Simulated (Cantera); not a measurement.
Mixture: 6.93 % CH₄, 18.7 % O₂, 70.7 % N₂, 3.61 % H₂O, at 1.01 bar, adiabatic and at constant volume. Ignition delay is the time to a rise of 400 K.

Computed with Cantera and GRI-Mech 3.0 (53 species, 325 reactions).

Question: At T0 = 1423 K, what is the delay, and which 6 reactions control it most (d ln τ / d ln k, from doubling and halving each rate constant)?

Answer: The delay is 2.41 ms.
```
reaction                  d ln τ / d ln k   faster rate
------------------------  ---------------  ------------
CH3 + O2 <=> CH3O + O               -0.49   shortens it
2 CH3 (+M) <=> C2H6 (+M)             0.43  lengthens it
H + O2 <=> O + OH                   -0.33   shortens it
CH4 + H <=> CH3 + H2                 0.27  lengthens it
CH3 + O2 <=> CH2O + OH              -0.24   shortens it
CH3 + HO2 <=> CH3O + OH             -0.17   shortens it
```
